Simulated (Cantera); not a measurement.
Cantera run:

```python
import numpy as np
import cantera as ct

gas_names = [...]  # 169 gases of nasa_gas.yaml made of C, H, N, O
cond_names = """
    C(gr) C6H6(L) C7H8(L) C8H18(L),n-octa H2O(s) H2O(L)
""".split()


# ... load() reads the species with a 1 bar reference pressure and builds the phases ...
atoms = {
    'toluene': {'C': 7, 'H': 8},
    'H2O': {'H': 2, 'O': 1},
    'N2': {'N': 2},
}
top_T = {'C(gr)': 4500}  # K; cautious upper limits of use, not melting points


# ... equilibrate(T, P, feed) seeds the gas with the atoms and calls Mixture.equilibrate('TP', solver="vcs", rtol=1e-11, max_steps=5000) ...
results = []
feed = {'toluene': 1, 'H2O': 5.3, 'N2': 1.7}  # mol
P = 10000  # Pa
for T in [3000, 3250, 3500, 3750, 4000, 4250, 4500, 4750, 5000]:
    mix = equilibrate(T, P, feed)
    results.append((T, P, feed, dict(zip(mix.species_names, mix.species_moles))))
    x = sorted(zip(gas.X, gas.species_names), reverse=True)
    print(f"T = {T:g} K  P = {P:g} Pa  gas = {mix.phase_moles(0):.4g} mol")
    print("   x: " + "  ".join(f"{s} {v:.3e}" for v, s in x if v > 1e-06))
    print("   condensed (mol): " + ("  ".join(f"{mix.phase(i).name} {mix.phase_moles(i):.4g}"
          for i in range(1, mix.n_phases) if mix.phase_moles(i) > 1e-12) or "none"))
```

Output:

```
T = 3000 K  P = 10000 Pa  gas = 19.08 mol
   x: H2 3.115e-01  H 2.787e-01  CO 2.778e-01  N2 7.082e-02  HCN 2.844e-02  C2H2,acetylene 1.778e-02  HNC 5.367e-03  C3 2.742e-03  C2H 2.734e-03  CN 2.627e-03  C 4.855e-04  C4H2 4.234e-04  C2 2.908e-04  C2N2 6.126e-05  C2H2,vinylidene 5.606e-05  C5 4.604e-05  CH 3.848e-05  CH2 2.137e-05  N 1.172e-05  C6H2 1.070e-05  CH3 1.028e-05  C4 8.874e-06  CNC 6.118e-06  C2O 1.727e-06  C3H3,propargyl 1.384e-06  NH 1.006e-06
   condensed (mol): none
T = 3250 K  P = 10000 Pa  gas = 21.39 mol
   x: H 4.440e-01  CO 2.478e-01  H2 1.913e-01  N2 6.495e-02  HCN 1.897e-02  C2H2,acetylene 7.610e-03  C3 6.798e-03  CN 5.653e-03  HNC 4.293e-03  C2H 4.216e-03  C 2.602e-03  C2 1.267e-03  C4H2 1.264e-04  CH 1.106e-04  C5 8.204e-05  C2N2 5.234e-05  N 4.975e-05  C2H2,vinylidene 4.074e-05  C4 2.552e-05  CH2 2.478e-05  CNC 1.671e-05  CH3 4.418e-06  C2O 3.194e-06  NH 2.277e-06  C6H2 2.241e-06
   condensed (mol): none
T = 3500 K  P = 10000 Pa  gas = 23.75 mol
   x: H 5.744e-01  CO 2.232e-01  H2 9.460e-02  N2 6.093e-02  HCN 9.547e-03  CN 8.965e-03  C 8.961e-03  C3 8.026e-03  C2H 3.534e-03  C2 2.980e-03  HNC 2.523e-03  C2H2,acetylene 1.848e-03  CH 1.936e-04  N 1.729e-04  C5 4.889e-05  C2N2 3.096e-05  C4 2.816e-05  CNC 2.649e-05  CH2 1.722e-05  C2H2,vinylidene 1.550e-05  C4H2 1.504e-05  C2O 4.395e-06  NH 4.002e-06  CH3 1.140e-06
   condensed (mol): none
T = 3750 K  P = 10000 Pa  gas = 25.43 mol
   x: H 6.418e-01  CO 2.084e-01  N2 5.845e-02  H2 4.098e-02  C 2.164e-02  CN 1.115e-02  C3 5.224e-03  C2 4.271e-03  HCN 3.920e-03  C2H 1.852e-03  HNC 1.184e-03  N 5.134e-04  C2H2,acetylene 2.966e-04  CH 2.324e-04  CNC 2.718e-05  C4 1.439e-05  C2N2 1.368e-05  C5 1.208e-05  CH2 8.274e-06  NH 5.872e-06  C2O 4.912e-06  C2H2,vinylidene 3.655e-06  O 1.451e-06
   condensed (mol): none
T = 4000 K  P = 10000 Pa  gas = 26.4 mol
   x: H 6.667e-01  CO 2.007e-01  N2 5.735e-02  C 3.726e-02  H2 1.749e-02  CN 1.086e-02  C2 3.709e-03  C3 1.808e-03  HCN 1.363e-03  N 1.344e-03  C2H 6.289e-04  HNC 4.624e-04  CH 2.046e-04  C2H2,acetylene 3.376e-05  CNC 1.777e-05  NH 7.815e-06  O 7.374e-06  C2O 4.414e-06  C2N2 4.335e-06  C4 3.225e-06  CH2 3.074e-06  C5 1.138e-06  Electron 1.043e-06  C+ 1.021e-06
   condensed (mol): none
T = 4250 K  P = 10000 Pa  gas = 26.9 mol
   x: H 6.747e-01  CO 1.970e-01  N2 5.702e-02  C 4.829e-02  CN 8.571e-03  H2 7.894e-03  N 3.164e-03  C2 2.105e-03  HCN 4.236e-04  C3 3.656e-04  HNC 1.591e-04  C2H 1.525e-04  CH 1.436e-04  O 3.925e-05  NH 9.898e-06  CNC 7.896e-06  Electron 3.360e-06  C2O 3.273e-06  C+ 3.255e-06  C2H2,acetylene 3.061e-06  C2N2 1.027e-06
   condensed (mol): none
T = 4500 K  P = 10000 Pa  gas = 27.17 mol
   x: H 6.767e-01  CO 1.949e-01  N2 5.603e-02  C 5.407e-02  N 6.738e-03  CN 6.149e-03  H2 3.830e-03  C2 1.006e-03  O 1.968e-04  HCN 1.315e-04  CH 9.243e-05  C3 6.207e-05  HNC 5.402e-05  C2H 3.394e-05  NH 1.205e-05  Electron 8.991e-06  C+ 8.641e-06  CNC 3.016e-06  C2O 2.248e-06  OH 2.035e-06  NO 1.638e-06
   condensed (mol): none
T = 4750 K  P = 10000 Pa  gas = 27.37 mol
   x: H 6.754e-01  CO 1.928e-01  C 5.750e-02  N2 5.338e-02  N 1.305e-02  CN 4.326e-03  H2 1.986e-03  O 8.666e-04  C2 4.798e-04  CH 5.964e-05  HCN 4.347e-05  Electron 2.137e-05  C+ 2.033e-05  HNC 1.934e-05  NH 1.409e-05  C3 1.128e-05  C2H 8.132e-06  NO 5.550e-06  OH 4.705e-06  C2O 1.544e-06  CNC 1.158e-06
   condensed (mol): none
T = 5000 K  P = 10000 Pa  gas = 27.63 mol
   x: H 6.710e-01  CO 1.886e-01  C 6.109e-02  N2 4.842e-02  N 2.307e-02  O 3.242e-03  CN 3.089e-03  H2 1.088e-03  C2 2.488e-04  Electron 4.693e-05  C+ 4.407e-05  CH 4.020e-05  NO 1.595e-05  NH 1.573e-05  HCN 1.563e-05  OH 9.796e-06  HNC 7.467e-06  C3 2.470e-06  C2H 2.257e-06  H+ 1.648e-06  C2O 1.094e-06
   condensed (mol): none
```

Cantera equilibrium calculation (NASA polynomials, part measured and part estimated; ideal gas, pure solids and liquids).
